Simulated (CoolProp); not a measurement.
A single-stage vapour-compression cycle with cyclopropane: evaporating at 318.15 K (dew point), condensing at 346.15 K (bubble point), superheat 5 K, subcooling 2 K, compressor efficiency 0.7, no pressure losses. Each further row changes one setting.

Model: reference Helmholtz-energy equation of state, Polt 1992, in CoolProp. This equation is an older, rougher fit; its heat capacities, sound speeds and derivatives of the liquid may be far off and weren't checked against measurements.

| case | cooling COP | pressure ratio | discharge temperature (K) | refrigerating effect (kJ/kg) | volumetric capacity (kJ/m³) |
|---|---|---|---|---|---|
| as stated | 6.73 | 1.84 | 363.2 | 313 | 7100 |
| evaporating temperature 323.15 K | 8.47 | (withheld) | 360.8 | (withheld) | 8070 |
| condensing temperature 341.15 K | 8.44 | (withheld) | 356.5 | 327 | 7400 |
| subcooling 7 K | (withheld) | 1.84 | 363.2 | 327 | 7400 |
| superheat 15 K | 6.74 | 1.84 | 372.9 | (withheld) | 7110 |
| compressor efficiency 0.6 | (withheld) | 1.84 | (withheld) | 313 | 7100 |

Q: Some entries are withheld; supply them.

A: 
- evaporating temperature 323.15 K, pressure ratio: 1.64
- evaporating temperature 323.15 K, refrigerating effect (kJ/kg): 317
- condensing temperature 341.15 K, pressure ratio: 1.66
- subcooling 7 K, cooling COP: 7.02
- superheat 15 K, refrigerating effect (kJ/kg): 332
- compressor efficiency 0.6, cooling COP: 5.77
- compressor efficiency 0.6, discharge temperature (K): 366.8
